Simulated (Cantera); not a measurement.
Hydrogen reduction and annealing atmospheres: TiO₂ + H₂ + H₂O

Input: 1 mol TiO₂, 640 mol H₂, 3.8 mol H₂O, held at 1 atm.

Cantera equilibrium calculation (NASA polynomials, part measured and part estimated; ideal gas, pure solids and liquids). Candidate condensed phases: H₂O, Ti, TiO, TiO₂, Ti₂O₃, Ti₃O₅, Ti₄O₇; 12 gas species. Mutual solubility and eutectic melting of coexisting phases are not modelled. Condensed phases not in the tables: Magnéli phases beyond Ti₄O₇. Rates play no part.

```
T (K)   x H₂    x H₂O       x H      x OH     x TiO    x TiO₂       x O  n TiO₂(rutile)  n Ti₄O₇(s)  n Ti₃O₅(s)
-----  -----  -------  --------  --------  --------  --------  --------  --------------  ----------  ----------
1348   0.994  0.00590   2.29e-6  2.19e-10    <1e-12    <1e-12    <1e-12            1.00           0           0
1398   0.994  0.00629   4.69e-6  5.85e-10    <1e-12    <1e-12    <1e-12               0       0.250           0
1448   0.994  0.00629   9.13e-6   1.38e-9    <1e-12    <1e-12    <1e-12               0       0.250           0
1498   0.994  0.00629   1.70e-5   3.06e-9    <1e-12    <1e-12    <1e-12               0       0.250           0
1548   0.994  0.00636   3.05e-5   6.52e-9  1.05e-12  3.34e-12    <1e-12               0       0.116       0.179
1598   0.994  0.00642   5.27e-5   1.33e-8  5.39e-12  1.33e-11    <1e-12               0           0       0.333
1648   0.993  0.00642   8.82e-5   2.56e-8  2.52e-11  4.85e-11  1.85e-12               0           0       0.333
1698   0.993  0.00642  0.000143   4.76e-8  1.07e-10  1.63e-10  5.49e-12               0           0       0.333
1748   0.993  0.00642  0.000226   8.53e-8  4.18e-10  5.12e-10  1.53e-11               0           0       0.333
1798   0.993  0.00642  0.000349   1.48e-7   1.51e-9   1.50e-9  4.03e-11               0           0       0.333
1848   0.993  0.00642  0.000525   2.50e-7   5.06e-9   4.13e-9  1.01e-10               0           0       0.333
1898   0.993  0.00642  0.000774   4.09e-7   1.59e-8   1.08e-8  2.40e-10               0           0       0.333
1948   0.992  0.00642   0.00112   6.54e-7   4.68e-8   2.67e-8  5.46e-10               0           0       0.333
1998   0.992  0.00641   0.00159   1.02e-6   1.31e-7   6.29e-8   1.19e-9               0           0       0.333
```
x: gas mole fraction; n: condensed amount in mol.

At 1348 K the condensed part is TiO₂(rutile). From 1398 K to 1498 K the condensed part is Ti₄O₇(s). At 1548 K the condensed part is Ti₃O₅(s) + Ti₄O₇(s). From 1598 K to 1998 K the condensed part is Ti₃O₅(s).
